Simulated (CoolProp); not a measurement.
Saturation properties of cyclopentane (Tc = 238.6 °C, pc = 4.583 MPa, ω = 0.202).

Computed with CoolProp (reference Helmholtz-energy equation of state, Gedanitz 2015).

| T (°C) | p (MPa) | enthalpy of vaporisation (kJ/kg) | surface tension (mN/m) |
|---|---|---|---|
| 111.25 | … | 336.6 | 10.7 |
| 113.95 | 0.5721 | 333.9 | 10.3 |
| 116.65 | 0.6066 | 331.2 | 10.0 |
| 119.35 | 0.6426 | 328.4 | 9.73 |
| 121.95 | … | 325.7 | 9.43 |
| 124.65 | … | 322.8 | 9.13 |
| 127.35 | 0.7587 | … | 8.83 |
| 130.05 | 0.8012 | … | 8.54 |
| 132.65 | 0.8437 | 314.1 | … |
| 135.35 | 0.8896 | 311.0 | 7.96 |
| 138.05 | 0.9374 | 307.9 | 7.68 |
| 140.75 | 0.9870 | 304.7 | 7.39 |
| 143.35 | … | 301.6 | 7.12 |
| 146.05 | 1.090 | 298.4 | 6.84 |
| 148.75 | 1.145 | 295.0 | 6.57 |

Q: Some entries are withheld; supply them.

A: 
- 111.25, p (MPa): 0.5391
- 121.95, p (MPa): 0.6788
- 124.65, p (MPa): 0.7179
- 127.35, enthalpy of vaporisation (kJ/kg): 319.9
- 130.05, enthalpy of vaporisation (kJ/kg): 317.0
- 132.65, surface tension (mN/m): 8.25
- 143.35, p (MPa): 1.037

It boils at 49.2 °C under 1 atm.

Surface tension comes from a separate correlation (Mulero 2014).
